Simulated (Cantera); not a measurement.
Cantera run, input and output.

```python
import numpy as np
import cantera as ct

surf = ct.Interface("ptcombust.yaml", "Pt_surf")
gas = surf.adjacent["gas"]
gas.TPX = 300, 4200, {'CH4': 0.011, 'O2': 0.17, 'N2': 0.79}
jet = ct.ImpingingJet(gas=gas, width=0.023, surface=surf)
jet.inlet.mdot, jet.inlet.T, jet.inlet.X = 0.19, 300, {'CH4': 0.011, 'O2': 0.17, 'N2': 0.79}
jet.set_refine_criteria(ratio=10, slope=0.2, curve=0.3)
show, cover = ['CH4', 'O2', 'H2O', 'OH', 'CO', 'CO2'], ["PT(S)", "H(S)", "O(S)", "OH(S)", "CO(S)", "C(S)"]

rows = []
print(f"{'Ts/K':>7s}" + "".join(f"{s:>11s}" for s in show + cover) + "   (gas at the wall, coverages)")
for i, Ts in enumerate([850, 900, 950, 1000, 1050, 1100, 1150]):
    jet.surface.T = Ts
    if i == 0:
        surf.TP = Ts, 4200
        surf.coverages = "PT(S):0.5, O(S):0.5"
        surf.advance_coverages(1.0)
        jet.set_initial_guess(products="inlet")
    jet.solve(loglevel=0, auto=(i == 0))
    rows.append([*(jet.X[gas.species_index(s), -1] for s in show), *surf[cover].coverages])
    print(f"{Ts:7g}" + "".join(f"{x:11.3e}" for x in rows[-1]))
```

Result:

```
   Ts/K        CH4         O2        H2O         OH         CO        CO2      PT(S)       H(S)       O(S)      OH(S)      CO(S)       C(S)   (gas at the wall, coverages)
    850  1.078e-02  1.739e-01  1.020e-03  3.041e-09  2.813e-06  6.653e-04  1.519e-01  5.107e-09  8.479e-01  2.013e-04  2.745e-06  7.036e-09
    900  1.022e-02  1.727e-01  2.057e-03  1.328e-08  3.890e-06  1.346e-03  2.143e-01  1.730e-08  7.854e-01  2.593e-04  2.644e-06  9.430e-09
    950  9.477e-03  1.711e-01  3.443e-03  4.714e-08  5.041e-06  2.257e-03  2.813e-01  4.679e-08  7.184e-01  2.990e-04  2.331e-06  1.118e-08
   1000  8.623e-03  1.693e-01  5.018e-03  1.413e-07  6.219e-06  3.294e-03  3.502e-01  1.068e-07  6.494e-01  3.180e-04  1.948e-06  1.220e-08
   1050  7.757e-03  1.675e-01  6.611e-03  3.688e-07  7.459e-06  4.344e-03  4.190e-01  2.145e-07  5.806e-01  3.191e-04  1.584e-06  1.262e-08
   1100  6.948e-03  1.658e-01  8.089e-03  8.578e-07  8.812e-06  5.319e-03  4.860e-01  3.904e-07  5.136e-01  3.068e-04  1.276e-06  1.267e-08
   1150  6.233e-03  1.642e-01  9.389e-03  1.808e-06  1.036e-05  6.176e-03  5.503e-01  6.593e-07  4.494e-01  2.859e-04  1.033e-06  1.254e-08
```

Computed with Cantera and Deutschmann's 1995 Pt surface mechanism with GRI-Mech 3.0 gas chemistry. Catalytic surfaces can have several steady states; this one follows from the mechanism file's or the stated starting coverage.
